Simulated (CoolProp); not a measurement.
Vapour pressure (bar) of R1224YDZ: the reference equation beside estimates from Tc = 155.5 °C, pc = 33.34 bar, ω = 0.325. Clausius-Clapeyron is anchored at -72.95 °C with a constant enthalpy of vaporisation of 31.10 kJ/mol.

The numbers come from the reference Helmholtz-energy equation of state, Akasaka 2023 in CoolProp.

```
T (°C)  reference  Lee-Kesler  Clausius-Clapeyron  van der Waals  Redlich-Kwong  Soave-Redlich-Kwong  Peng-Robinson
------  ---------  ----------  ------------------  -------------  -------------  -------------------  -------------
-72.95   0.005057    0.005181            0.005057         0.5749        0.02773             0.005367       0.006034
-60.85    0.01451     0.01459             0.01467         0.8680        0.06585              0.01503        0.01645
-48.65    0.03655     0.03637             0.03822          1.259         0.1399              0.03727        0.03988
-36.45    0.08207     0.08129             0.09022          1.762         0.2695              0.08280        0.08701
-24.25     0.1674      0.1657              0.1958          2.390         0.4793               0.1678         0.1737
-12.05     0.3151      0.3122              0.3951          3.156         0.7977               0.3146         0.3218
0.15       0.5540      0.5503              0.7490          4.075          1.256               0.5523         0.5594
12.35      0.9191      0.9156               1.344          5.158          1.887               0.9164         0.9210
```

Absolute difference from the reference over all 8 rows, mean and median: Lee-Kesler 0.9 and 0.8 %, Clausius-Clapeyron 17.4 and 13.4 %, van der Waals 3233.5 and 1687.3 %, Redlich-Kwong 235.6 and 207.3 %, Soave-Redlich-Kwong 1.7 and 0.6 %, Peng-Robinson 6.9 and 4.9 %.
